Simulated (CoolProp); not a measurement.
Dodecamethylpentasiloxane (MD3M) along the isotherm 346.85 °C: density (kg/m³) from the reference equation and from simpler models built on Tc = 354.9 °C, pc = 0.9540 MPa, ω = 0.730; each cubic takes its own stable root.

Computed with CoolProp (reference Helmholtz-energy equation of state, Thol 2019).

| p (MPa) | phase | reference | van der Waals | Peng-Robinson |
|---|---|---|---|---|
| 0.0894 | gas | 6.931 | 6.876 | 6.938 |
| 0.179 | gas | … | 14.22 | 14.49 |
| 0.268 | gas | … | 22.07 | 22.72 |
| 0.358 | gas | 31.88 | 30.68 | 31.95 |
| 0.447 | gas | 42.19 | 40.05 | 42.27 |
| 0.537 | gas | 54.32 | 50.68 | 54.33 |
| 0.626 | gas | 68.84 | … | 68.64 |
| 0.715 | gas | 87.77 | 77.49 | … |
| 0.805 | gas | 117.8 | 97.24 | 114.5 |
| 0.894 | liquid | 417.4 | 133.6 | 354.1 |
| 0.984 | liquid | 434.3 | 262.6 | 377.9 |
| 1.07 | liquid | … | 277.8 | … |
| 1.16 | liquid | … | 288.7 | 406.9 |
| 1.25 | liquid | 461.4 | 297.2 | 417.9 |
| 1.34 | liquid | 467.6 | 304.2 | … |
| 1.43 | liquid | 473.1 | 310.2 | 435.8 |

Task: Complete the blanks.

Result: 
- 0.179, reference: 14.46
- 0.268, reference: 22.66
- 0.626, van der Waals: 62.82
- 0.715, Peng-Robinson: 86.93
- 1.07, reference: 445.2
- 1.07, Peng-Robinson: 393.8
- 1.16, reference: 454.1
- 1.34, Peng-Robinson: 427.4
